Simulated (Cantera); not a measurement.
Ta2O5 + C + CO (carbothermic reduction)

Feed: 1 mol Ta2O5, 0.32 mol C, 0.12 mol CO, equilibrated at 1750 K and 0.0120 bar.

Cantera equilibrium calculation (NASA polynomials, part measured and part estimated; ideal gas, pure solids and liquids). Candidate condensed phases: C, Ta, TaC, Ta2O5; 15 gas species. Mutual solubility and eutectic melting of coexisting phases are not modelled. TaC: taken at fixed stoichiometry. Condensed phases not in the tables: Ta2C. Kinetics and transport are ignored.

| Item | Value |
|---|---|
| x(CO) | 0.999 |
| x(CO2) | 0.000577 |
| n(TaC(s)) | 0.0915 mol |
| n(Ta2O5(s)) | 0.954 mol |
| gas amount | 0.3485 mol |
| log10 activity of Ta(s) (absent) | -1.51 |
| log10 activity of C(graphite) (absent) | -2.68 |
